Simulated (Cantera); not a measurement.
An isothermal, constant-pressure homogeneous reactor starts with C2H6 : N2 = 1 : 33 (molar parts), at 1250 K and 100.0 Torr. Integrator tolerance rtol = 1e-08.

Cantera simulation using GRI-Mech 3.0 (53 species, 325 reactions); the numbers are that mechanism's predictions, not measurements. GRI-Mech 3.0 stops at C3 and has no aromatics, soot or wall deposition, so with more carbon than oxygen in the feed, carbon stays in small species such as C2H2 where larger ones or solid carbon would form.

### Question
What does this change do: N2 33 to 110 parts?

### Answer
```
quantity                                             before                                     after
----------------  -----------------------------------------  ----------------------------------------
x(C2H6) at 100 s    4.86e-7 (gas-phase equilibrium 1.98e-7)   5.39e-8 (gas-phase equilibrium 3.85e-9)
x(H2) at 100 s        0.0479 (gas-phase equilibrium 0.0507)     0.0158 (gas-phase equilibrium 0.0173)
x(CH2) at 100 s   1.90e-12 (gas-phase equilibrium 1.18e-12)   1.12e-12 (gas-phase equilibrium <1e-12)
x(H) at 100 s       2.92e-7 (gas-phase equilibrium 3.00e-7)   1.47e-7 (gas-phase equilibrium 1.75e-7)
x(CH4) at 100 s     0.00472 (gas-phase equilibrium 0.00311)  0.00121 (gas-phase equilibrium 0.000254)
x(C2H4) at 100 s  0.000895 (gas-phase equilibrium 0.000343)   9.80e-5 (gas-phase equilibrium 1.95e-5)
x(C2H2) at 100 s     0.0247 (gas-phase equilibrium 0.00892)   0.00816 (gas-phase equilibrium 0.00149)
```

### Question
What does this change do: pressure from 100.0 Torr to 0.255 Torr?

### Answer
```
quantity                                             before                                      after
----------------  -----------------------------------------  -----------------------------------------
x(C2H6) at 100 s    4.86e-7 (gas-phase equilibrium 1.98e-7)   4.34e-7 (gas-phase equilibrium 1.71e-12)
x(H2) at 100 s        0.0479 (gas-phase equilibrium 0.0507)      0.0368 (gas-phase equilibrium 0.0555)
x(CH2) at 100 s   1.90e-12 (gas-phase equilibrium 1.18e-12)  5.19e-10 (gas-phase equilibrium 1.29e-12)
x(H) at 100 s       2.92e-7 (gas-phase equilibrium 3.00e-7)    2.62e-6 (gas-phase equilibrium 6.22e-6)
x(CH4) at 100 s     0.00472 (gas-phase equilibrium 0.00311)    0.00996 (gas-phase equilibrium 9.57e-6)
x(C2H4) at 100 s  0.000895 (gas-phase equilibrium 0.000343)    0.00455 (gas-phase equilibrium 1.06e-6)
x(C2H2) at 100 s     0.0247 (gas-phase equilibrium 0.00892)     0.0186 (gas-phase equilibrium 0.00988)
```
Radical loss at walls, strong at low pressure, is not modelled.
